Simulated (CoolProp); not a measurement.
Neopentane along the isobar 1790 kPa: Z from the reference equation and from simpler models built on Tc = 160.6 °C, pc = 3196 kPa, ω = 0.196; each cubic takes its own stable root.

Values from CoolProp's reference Helmholtz-energy equation of state, Lemmon 2006. It is a short technical equation, of lower accuracy than the large ones.

| T (°C) | phase | reference | van der Waals | Redlich-Kwong | Soave-Redlich-Kwong | Peng-Robinson |
|---|---|---|---|---|---|---|
| 2.25 | liquid | 0.09228 | 0.1448 | 0.09929 | 0.09711 | 0.08601 |
| 26.15 | liquid | 0.08855 | 0.1388 | 0.09603 | 0.09353 | 0.08272 |
| 50.05 | liquid | 0.08600 | 0.1350 | 0.09436 | 0.09154 | 0.08086 |
| 73.95 | liquid | 0.08471 | 0.1337 | 0.09455 | 0.09136 | 0.08063 |
| 97.85 | liquid | 0.08507 | 0.1361 | 0.09748 | 0.09378 | 0.08276 |
| 121.75 | liquid | 0.08850 | 0.7258 | 0.6663 | 0.1017 | 0.08986 |
| 145.65 | gas | 0.7344 | 0.7767 | 0.7432 | 0.7386 | 0.7181 |
| 169.55 | gas | 0.7931 | 0.8132 | 0.7932 | 0.7953 | 0.7760 |

At some of these states van der Waals, Redlich-Kwong gives the other phase, because its saturation line lies elsewhere.
